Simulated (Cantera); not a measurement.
An isothermal, constant-pressure homogeneous reactor starts with H₂ : O₂ : N₂ = 1.4 : 1 : 0.65 (molar parts), at 1225 K and 1.00 bar.

Detailed kinetics in Cantera: the H2/O2 subset of GRI-Mech 3.0, which has no nitrogen chemistry. The temperature is held fixed by assumption; the heat of reaction is taken as removed at once.

x: mole fraction; the columns are a selection and need not sum to one.

```tsv
t (s)	x H₂	x O₂	x OH	x H₂O	x H₂O₂	x HO₂
3.00e-5	0.0444	0.144	0.00677	0.520	5.19e-5	0.000348
7.98e-5	[?]	0.131	[?]	0.585	[?]	[?]
0.000212	0.00379	0.129	0.000124	0.591	1.33e-5	0.000112
0.000564	0.00228	0.129	5.11e-5	0.593	6.94e-6	7.00e-5
0.00150	0.00109	0.128	3.21e-5	0.594	2.41e-6	3.84e-5
0.00399	0.000334	0.128	1.91e-5	0.595	4.29e-7	1.39e-5
0.0106	4.86e-5	0.128	1.28e-5	0.596	4.19e-8	2.31e-6
0.0282	9.82e-7	0.128	1.09e-5	0.596	9.56e-9	7.48e-8
0.0751	3.62e-8	0.128	9.68e-6	0.596	7.23e-9	2.94e-8
0.200	3.55e-8	0.128	9.07e-6	0.596	6.41e-9	2.96e-8
0.531	3.55e-8	0.128	9.03e-6	0.596	6.35e-9	2.96e-8
1.41	3.55e-8	0.128	9.03e-6	0.596	6.35e-9	2.96e-8
3.76	3.55e-8	0.128	9.03e-6	0.596	6.35e-9	2.96e-8
10.0	3.55e-8	0.128	9.03e-6	0.596	6.35e-9	2.96e-8
```

**Question.** What belongs in the gaps?

**Answer.** 
- 7.98e-5, x H₂: 0.00766
- 7.98e-5, x OH: 0.000619
- 7.98e-5, x H₂O₂: 1.90e-5
- 7.98e-5, x HO₂: 0.000186
